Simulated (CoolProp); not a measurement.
R13 along the isotherm 172.9 K: density (kg/m³) from the reference equation and from simpler models built on Tc = 303.0 K, pc = 39.73 bar, ω = 0.175; each cubic takes its own stable root.

The numbers come from the reference Helmholtz-energy equation of state, Platzer 1990 in CoolProp. This equation is an older, rougher fit; its heat capacities, sound speeds and derivatives of the liquid may be far off and weren't checked against measurements.

```
p (bar)   phase  reference  van der Waals  Redlich-Kwong  Soave-Redlich-Kwong
-------  ------  ---------  -------------  -------------  -------------------
6.21     liquid       1592           1037           1531                 1554
12.4     liquid       1593           1041           1533                 1556
18.6     liquid       1595           1044           1536                 1558
24.8     liquid       1596           1047           1538                 1560
31       liquid       1598           1050           1540                 1562
37.2     liquid       1599           1053           1543                 1564
43.5     liquid       1601           1056           1545                 1566
49.7     liquid       1602           1059           1547                 1568
55.9     liquid       1604           1062           1549                 1570
62.1     liquid       1605           1064           1551                 1571
68.3     liquid       1607           1067           1553                 1573
74.5     liquid       1608           1069           1555                 1575
80.7     liquid       1610           1072           1557                 1577
86.9     liquid       1611           1074           1559                 1579
93.1     liquid       1613           1076           1561                 1580
99.3     liquid       1614           1079           1563                 1582
```
